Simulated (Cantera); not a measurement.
**Pyrogenic steam for wet oxidation**

An isothermal, constant-pressure homogeneous reactor starts with 43.2 % H2, 27.0 % O2, 29.7 % N2, equivalence ratio 0.80, at 950 K and 158 Torr.

Cantera simulation using the H2/O2 subset of GRI-Mech 3.0, which has no nitrogen chemistry; the numbers are that mechanism's predictions, not measurements. The temperature is held fixed by assumption; the heat of reaction is taken as removed at once.

```csv
t (s),x H2,x O2,x HO2,x H2O2,x H
0.000800,0.187,0.160,9.88e-5,5.16e-6,0.0367
0.00185,0.0360,0.0856,7.46e-5,5.59e-6,0.000284
0.00428,0.0294,0.0826,6.56e-5,2.35e-5,1.19e-5
0.00989,0.0289,0.0824,3.82e-5,5.29e-5,7.22e-7
0.0229,0.0286,0.0822,4.00e-5,7.71e-5,1.02e-6
0.0529,0.0272,0.0815,4.58e-5,0.000120,1.57e-6
0.122,0.0232,0.0797,4.59e-5,0.000140,1.65e-6
0.283,0.0158,0.0763,3.96e-5,0.000116,1.13e-6
0.654,0.00716,0.0722,2.82e-5,6.64e-5,4.92e-7
1.51,0.00169,0.0697,1.30e-5,1.61e-5,8.88e-8
3.50,0.000314,0.0691,3.70e-6,1.40e-6,6.89e-9
8.09,7.85e-5,0.0690,1.10e-6,1.29e-7,6.64e-10
18.7,2.13e-5,0.0690,3.51e-7,1.48e-8,8.94e-11
43.2,4.49e-6,0.0690,9.32e-8,1.52e-9,1.25e-11
100,3.53e-7,0.0690,1.04e-8,8.42e-11,<1e-12
```
x: mole fraction; the columns are a selection and need not sum to one.

Equilibrium at this temperature and pressure: H2 8.41e-11, O2 0.0690, HO2 2.77e-10, H2O2 9.54e-11, H <1e-12 (gas phase only).
